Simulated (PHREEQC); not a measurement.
PHREEQC input (ion-association model, wateq4f.dat):

```
SOLUTION_MASTER_SPECIES
  An  An-  0  An  62.0  # stands for a non-complexing anion
SOLUTION_SPECIES
  An- = An-
    -log_k 0
    -gamma 3.0 0
PHASES
  Fix_H+
    H+ = H+
    -log_k 0
SOLUTION 1
  temp 25
  units mmol/kgw
  pH 7 charge
  S(6) 0.0051
  Na 300.098
  As(5) 0.044
  An 300
END
SELECTED_OUTPUT 1
  -reset false
  -pH true
  -pe true
  -ionic_strength true
  -water true
  -totals As Na S As(3) As(5) S(-2) S(6)
  -molalities Hfo_wOH Hfo_wOH2+ Hfo_wO- Hfo_sOH Hfo_sOH2+ Hfo_sO- Hfo_wH2AsO4 Hfo_wHAsO4- Hfo_wOHAsO4-3 Hfo_wSO4-
    Hfo_wOHSO4-2
  -saturation_indices Mirabilite
USER_PUNCH 1
  -headings sigma psi
  10 PUNCH EDL("sigma", "Hfo"), EDL("psi", "Hfo")
PRINT
  -reset false
USE solution 1
SURFACE 1
  Hfo_wOH 3.59551e-05 600 0.016
  Hfo_sOH 8.98876e-07
EQUILIBRIUM_PHASES 1
  Fix_H+ -3 HAn 10
    -force_equality true
  O2(g) -0.68 10
END
# ... the last block is repeated for the other 16 points of pH, with NaOH or the acid as the point needs
```

Selected output (columns that matter, 17 of 17 rows; pH added in front):

```
pH	mu	As	Na	S	m_Hfo_wOH	m_Hfo_wOH2+	m_Hfo_wO-	m_Hfo_sOH	m_Hfo_sOH2+	m_Hfo_sO-	m_Hfo_wH2AsO4	si_Mirabilite	sigma	psi
3	0.30138	1.2931e-05	0.3001	5.0997e-06	1.2131e-09	4.8844e-06	6.9017e-15	2.2319e-10	8.9865e-07	1.2698e-15	3.0881e-05	-6.3	0.056232	0.040526
3.38	0.30064	1.2885e-05	0.3001	5.0997e-06	2.7e-09	4.8366e-06	3.453e-14	5.0151e-10	8.9837e-07	6.4137e-15	3.0695e-05	-6.2932	0.053414	0.038855
3.75	0.30033	1.3008e-05	0.3001	5.0997e-06	5.962e-09	4.9567e-06	1.6428e-13	1.0799e-09	8.978e-07	2.9756e-14	3.0103e-05	-6.2904	0.04991	0.036689
4.12	0.3002	1.3326e-05	0.3001	5.0998e-06	1.2948e-08	5.2684e-06	7.2905e-13	2.2038e-09	8.9667e-07	1.2408e-13	2.8928e-05	-6.2892	0.044423	0.033159
4.5	0.30014	1.3909e-05	0.3001	5.0999e-06	2.7655e-08	5.8359e-06	3.0021e-12	4.2394e-09	8.9464e-07	4.6022e-13	2.6956e-05	-6.2886	0.036132	0.027547
4.88	0.30012	1.4773e-05	0.3001	5.0999e-06	5.6375e-08	6.6721e-06	1.0912e-11	7.5313e-09	8.9134e-07	1.4578e-12	2.4206e-05	-6.2884	0.025553	0.019925
5.25	0.30011	1.5864e-05	0.3001	5.0999e-06	1.0817e-07	7.7107e-06	3.4765e-11	1.2436e-08	8.8644e-07	3.9967e-12	2.0928e-05	-6.2883	0.013946	0.011064
5.62	0.3001	1.7145e-05	0.3001	5.1e-06	2.0133e-07	8.8987e-06	1.0435e-10	1.9887e-08	8.7898e-07	1.0307e-11	1.7264e-05	-6.2883	0.0018191	0.0014542
6	0.3001	1.8602e-05	0.3001	5.1e-06	3.7599e-07	1.018e-05	3.1811e-10	3.2014e-08	8.6683e-07	2.7087e-11	1.3316e-05	-6.2883	-0.010598	-0.0084351
6.38	0.30011	2.0171e-05	0.3001	5.1e-06	7.1055e-07	1.1415e-05	1.0133e-09	5.267e-08	8.4613e-07	7.5107e-11	9.413e-06	-6.2883	-0.022319	-0.017503
6.75	0.30011	2.1829e-05	0.3001	5.1e-06	1.364e-06	1.2417e-05	3.4326e-09	8.8947e-08	8.097e-07	2.2384e-10	5.9671e-06	-6.2883	-0.032236	-0.024798
7.12	0.30012	2.3767e-05	0.3001	5.1e-06	2.6846e-06	1.3025e-05	1.2676e-08	1.5349e-07	7.4466e-07	7.2474e-10	3.2714e-06	-6.2883	-0.040457	-0.030518
7.5	0.30012	2.6521e-05	0.3001	5.1e-06	5.2368e-06	1.3192e-05	4.7622e-08	2.5477e-07	6.4179e-07	2.3168e-09	1.5017e-06	-6.2883	-0.049057	-0.036159
7.88	0.30012	3.0249e-05	0.3001	5.1e-06	9.2165e-06	1.2836e-05	1.5161e-07	3.7311e-07	5.1962e-07	6.1376e-09	5.7483e-07	-6.2883	-0.060996	-0.043411
8.25	0.30013	3.3819e-05	0.3001	5.1e-06	1.3874e-05	1.1518e-05	3.8283e-07	4.8384e-07	4.0168e-07	1.3351e-08	1.832e-07	-6.2883	-0.076748	-0.052009
8.62	0.30013	3.6336e-05	0.3001	5.1e-06	1.8242e-05	9.2234e-06	8.2649e-07	5.7957e-07	2.9304e-07	2.6259e-08	4.783e-08	-6.2883	-0.095886	-0.061157
9	0.30015	3.7829e-05	0.30011	5.1e-06	2.1614e-05	6.531e-06	1.6387e-06	6.5231e-07	1.9711e-07	4.9456e-08	1.0271e-08	-6.2882	-0.11835	-0.07041
```

The oxide is taken as insoluble; below pH 4 it would dissolve.
